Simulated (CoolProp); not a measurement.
Model: reference Helmholtz-energy equation of state, Zhou 2012, in CoolProp.

### Question
For m-xylene, give the phase and the density (kg/m³), speed of sound (m/s), Prandtl number at 276.85 °C and 0.179 MPa.

### Answer
- 276.85 °C and 0.179 MPa: gas; density 4.27, speed of sound 206, Prandtl number 0.715

Viscosity comes from a separate model (Cao 2016). Thermal conductivity comes from a separate model (Mylona 2014).
